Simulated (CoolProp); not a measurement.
Vapour-liquid equilibrium of cyclohexane (1) + toluene (2) at 0.262 bar; x and y are mole fractions of (1).

Model: multi-fluid Helmholtz-energy mixture model, Zhou 2014 and Lemmon 2006; pair parameters Bell 2016, in CoolProp.

Problem. Give the bubble temperature and the first vapour's composition at x = 0.05, 0.55, 0.95. Is there an azeotrope?

Solution. x = 0.05: 338.9 K, y = 0.157; x = 0.55: 321.7 K, y = 0.778; x = 0.95: 315.4 K, y = 0.976. No azeotrope shows between x = 0.05 and 0.95.

The pair parameters rest on a limited set of measurements; away from them the model extrapolates.
